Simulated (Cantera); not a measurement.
Cantera run, input and output.

```python
import numpy as np
import cantera as ct

gas = ct.Solution("h2o2.yaml")
gas.TPX = 423, 1000000, {'H2': 1, 'O2': 0.25, 'N2': 0.94}
flame = ct.FreeFlame(gas, width=0.008)
flame.set_refine_criteria(ratio=3, slope=0.08, curve=0.16)
flame.transport_model = "mixture-averaged"
flame.solve(loglevel=0, auto=True)
flame.transport_model = "multicomponent"
flame.soret_enabled = True
flame.solve(loglevel=0, refine_grid=True)
z, T = flame.grid, flame.T
thick = (T[-1] - T[0]) / np.gradient(T, z).max()
show = ['H2', 'O2', 'OH', 'H', 'HO2', 'H2O2']
print(f"laminar burning velocity  {flame.velocity[0] * 100:.3f} cm/s")
print(f"burnt temperature         {T[-1]:.1f} K")
print(f"thermal thickness         {thick * 1e3:.4f} mm")
print(f"grid points               {len(z)}")
z0 = z[flame.heat_release_rate.argmax()]
print(f"{'z/mm':>9s}{'T/K':>9s}{'u/(m/s)':>9s}" + "".join(f"{s:>11s}" for s in show))
rows = []
for k in (-3, -2, -1.5, -1, -0.5, -0.25, 0, 0.25, 0.5, 1, 2, 4, 8):
    zz = z0 + k * thick
    rows.append([k * thick, np.interp(zz, z, T), np.interp(zz, z, flame.velocity),
                 *(np.interp(zz, z, flame.X[gas.species_index(s)]) for s in show)])
    print(f"{rows[-1][0] * 1e3:9.3f}{rows[-1][1]:9.1f}{rows[-1][2]:9.3f}" + "".join(f"{x:11.3e}" for x in rows[-1][3:]))
```

Result:

```
laminar burning velocity  403.169 cm/s
burnt temperature         2182.6 K
thermal thickness         0.0216 mm
grid points               121
     z/mm      T/K  u/(m/s)         H2         O2         OH          H        HO2       H2O2
   -0.065    423.0    4.031  4.566e-01  1.142e-01  4.111e-13  2.681e-14  6.651e-10  7.136e-11
   -0.043    423.1    4.030  4.562e-01  1.142e-01  4.887e-12  3.187e-13  9.558e-09  1.072e-09
   -0.032    423.5    4.025  4.548e-01  1.145e-01  5.114e-11  3.232e-12  1.330e-07  1.531e-08
   -0.022    428.9    4.019  4.460e-01  1.164e-01  6.259e-09  2.881e-10  5.586e-06  6.569e-07
   -0.011    565.3    4.919  3.941e-01  1.229e-01  4.951e-05  2.830e-05  8.356e-04  7.863e-05
   -0.005    928.1    7.904  3.595e-01  1.076e-01  7.906e-04  2.050e-03  1.290e-03  1.629e-04
    0.000   1336.9   11.357  3.177e-01  7.549e-02  1.441e-03  1.098e-02  6.039e-04  6.257e-05
    0.005   1617.4   13.754  2.762e-01  4.147e-02  2.293e-03  2.240e-02  2.878e-04  8.080e-06
    0.011   1776.3   15.114  2.501e-01  1.920e-02  2.789e-03  2.922e-02  1.264e-04  3.268e-06
    0.022   1914.8   16.269  2.345e-01  3.770e-03  2.931e-03  3.013e-02  2.332e-05  1.268e-06
    0.043   2010.4   17.019  2.361e-01  3.425e-04  2.511e-03  2.288e-02  2.187e-06  4.208e-07
    0.086   2082.3   17.559  2.414e-01  4.427e-05  1.771e-03  1.446e-02  3.974e-07  1.738e-07
    0.173   2130.1   17.907  2.453e-01  1.380e-05  1.084e-03  8.246e-03  1.275e-07  7.092e-08
```

Computed with Cantera and the H2/O2 subset of GRI-Mech 3.0, which has no nitrogen chemistry. The hydrogen kinetics of GRI-Mech 3.0 are dated; newer H2 mechanisms differ, most at raised pressure. Burning velocities carry a grid error of a few per cent, more on coarse grids.
